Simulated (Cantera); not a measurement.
A closed system holds: 1 mol V₂O₃, 970 mol H₂, equilibrated at 1948 K and 45.0 Pa.

These are equilibrium values from Cantera (NASA tables, ideal gas, pure condensed phases), not measurements of a reactor. Candidate condensed phases: H₂O, V, VO, V₂O₃, V₂O₄, V₂O₅; 12 gas species. Kinetics and transport are ignored.

Base state: H₂ 0.945, H 0.0518, VO 0.00126, H₂O 0.00100, V 0.000375, VO₂ 0.000368 (mole fractions); condensed: gas only.

Q: What changes in the equilibrium state with this change: temperature from 1948 K to 1350 K?

A: 
```
species       before     after
----------  --------  --------
H₂             0.945     0.999
H₂O          0.00100   0.00103
H             0.0518  0.000112
VO           0.00126   1.01e-9
VO₂         0.000368   5.48e-9
V           0.000375     <1e-9
VO(s), mol         0      2.00
```
VO: taken at fixed stoichiometry.

Q: What changes in the equilibrium state with this change: temperature from 1948 K to 1200 K?

A: 
```csv
species,before,after
H₂,0.945,1.000
H₂O,0.00100,0.000451
H,0.0518,9.30e-6
VO,0.00126,<1e-9
V,0.000375,<1e-9
VO₂,0.000368,<1e-9
"VO(s), mol",0,0.874
"V₂O₃(s), mol",0,0.563
```
Mutual solubility and eutectic melting of coexisting phases are not modelled. VO: taken at fixed stoichiometry. Condensed phases not in the tables: the oxides between V₂O₃ and V₂O₅ other than VO₂.
